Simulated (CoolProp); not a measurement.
Vapour-liquid equilibrium of hydrogen sulfide (1) + n-hexane (2) at -10.75 °C; x and y are mole fractions of (1).

Model: multi-fluid Helmholtz-energy mixture model, Lemmon 2006 and Thol 2019; pair parameters Kunz 2012, in CoolProp.

Give the bubble pressure and the first vapour's composition at x = 0.05, 0.45, 0.55. Is there an azeotrope?

x = 0.05: 84.26 kPa, y = 0.961; x = 0.45: 470.8 kPa, y = 0.994; x = 0.55: 511.5 kPa, y = 0.995. No azeotrope shows between x = 0.05 and 0.95.

Pair parameters are fitted to limited data, so mixtures are less certain than the pure fluids. With so large a gap from Raoult's law the liquid may split in two, which this calculation doesn't test in full.
